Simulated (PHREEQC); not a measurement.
Na3PO4 is added in steps, without added water, to 1 kg of water holding 5.9 mmol/kgw NaOH and 0.02 mmol/kgw Na2B4O7, at 25 °C. Oxygen is held at 0.21 atm. CO2 is held at log p = -1 (atm). Solids allowed: Nahcolite, Natron. Others were left out.

Base run: PHREEQC, ion-association model, wateq4f.dat. Each further column changes one thing. The table gives pH.

```csv
Na3PO4 added (mol),base,0.004 mol/kgw H3PO4 added,temperature from 25 to 10 °C,0.0037 mol/kgw CsOH added,no solid may form
0,6.56,6.00,6.47,6.76,6.56
0.0007375,6.64,(withheld),6.55,6.81,6.64
0.001291,6.68,(withheld),6.60,6.84,6.68
0.002028,6.74,(withheld),6.66,6.87,6.74
0.002581,6.78,(withheld),6.70,6.90,6.78
0.003319,6.82,6.58,6.74,6.93,6.82
0.003872,6.84,(withheld),6.77,6.95,6.84
0.004609,6.88,6.68,6.80,6.97,6.88
0.005163,6.90,6.72,6.83,6.99,6.90
0.0059,6.93,6.76,6.85,7.01,6.93
```

What belongs in the gaps?


- 0.0007375, 0.004 mol/kgw H3PO4 added: 6.23
- 0.001291, 0.004 mol/kgw H3PO4 added: 6.34
- 0.002028, 0.004 mol/kgw H3PO4 added: 6.45
- 0.002581, 0.004 mol/kgw H3PO4 added: 6.51
- 0.003872, 0.004 mol/kgw H3PO4 added: 6.63

H3PO4, which wateq4f.dat lacks, is added to it with the constant of phreeqc.dat. Constants without temperature data keep their 25 °C values here.
